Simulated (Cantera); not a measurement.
A closed system holds: 1 mol C₂H₅OH, 0.89 mol NH₃, 45 mol N₂, equilibrated at 1475 °C and 1000 Pa.

Cantera equilibrium calculation (NASA polynomials, part measured and part estimated; ideal gas, pure solids and liquids). Candidate condensed phases: C, C₆H₆, C₇H₈, C₈H₁₈, H₂O; 136 gas species. The numbers say what is thermodynamically allowed, not how fast it happens.

Base state: N₂ 0.894, H₂ 0.0843, CO 0.0197, HCN 0.00130, H 0.000663, HNC 4.37e-5 (mole fractions); condensed: C(graphite).

Question: What changes in the equilibrium state with this change: temperature from 1475 °C to 852 °C?

Answer: 
| species | before | after |
|---|---|---|
| N₂ | 0.894 | 0.895 |
| H₂ | 0.0843 | 0.0854 |
| CO | 0.0197 | 0.0197 |
| HCN | 0.00130 | 8.48e-6 |
| H | 0.000663 | 1.30e-7 |
| HNC | 4.37e-5 | 2.82e-8 |
| C(graphite), mol | 0.931 | 1.000 |

Question: What changes in the equilibrium state with this change: pressure from 1000 Pa to 17.0 Pa?

Answer: 
```
species             before    after
----------------  --------  -------
N₂                   0.894    0.892
H₂                  0.0843   0.0820
CO                  0.0197   0.0196
H                 0.000663  0.00502
HNC                4.37e-5  4.30e-5
HCN                0.00130  0.00128
C(graphite), mol     0.931    0.932
```
